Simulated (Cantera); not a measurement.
A perfectly stirred reactor is fed with C3H8 : H2 = 1 : 5.4 (molar parts), at 1.30 bar; it is held at 1475 K, and followed from long to short residence time.

Cantera simulation using GRI-Mech 3.0 (53 species, 325 reactions); the numbers are that mechanism's predictions, not measurements. GRI-Mech 3.0 was tuned for natural gas; its chemistry of propane as a main component is partial and can be far from experiment. GRI-Mech 3.0 stops at C3 and has no aromatics, soot or wall deposition, so with more carbon than oxygen in the feed, carbon stays in small species such as C2H2 where larger ones or solid carbon would form.

### Question
What does this change do: temperature 1475 to 1800 K?

### Answer
```json
[
 {"quantity": "x(C3H8) at τ = 0.830 s", "before": "3.53e-5", "after": "7.28e-7"},
 {"quantity": "x(H2) at τ = 0.830 s", "before": "0.722", "after": "0.823"},
 {"quantity": "x(C2H) at τ = 0.830 s", "before": "2.48e-9", "after": "4.55e-7"},
 {"quantity": "x(CH3) at τ = 0.830 s", "before": "6.94e-5", "after": "0.000174"},
 {"quantity": "x(CH4) at τ = 0.830 s", "before": "0.172", "after": "0.0246"},
 {"quantity": "x(C3H8) at τ = 40.0 ms", "before": "0.000415", "after": "1.48e-5"},
 {"quantity": "x(H2) at τ = 40.0 ms", "before": "0.746", "after": "0.807"},
 {"quantity": "x(C2H) at τ = 40.0 ms", "before": "6.05e-9", "after": "4.72e-7"},
 {"quantity": "x(CH3) at τ = 40.0 ms", "before": "0.000130", "after": "0.000380"},
 {"quantity": "x(CH4) at τ = 40.0 ms", "before": "0.133", "after": "0.0487"}
]
```

### Question
What does this change do: H2 5.4 to 3 parts?

### Answer
```
quantity                  before     after
----------------------  --------  --------
x(C3H8) at τ = 0.830 s   3.53e-5   5.07e-5
x(H2) at τ = 0.830 s       0.722     0.637
x(C2H) at τ = 0.830 s    2.48e-9   4.32e-9
x(CH3) at τ = 0.830 s    6.94e-5   8.42e-5
x(CH4) at τ = 0.830 s      0.172     0.196
x(C3H8) at τ = 40.0 ms  0.000415  0.000613
x(H2) at τ = 40.0 ms       0.746     0.655
x(C2H) at τ = 40.0 ms    6.05e-9   9.74e-9
x(CH3) at τ = 40.0 ms   0.000130  0.000171
x(CH4) at τ = 40.0 ms      0.133     0.166
```
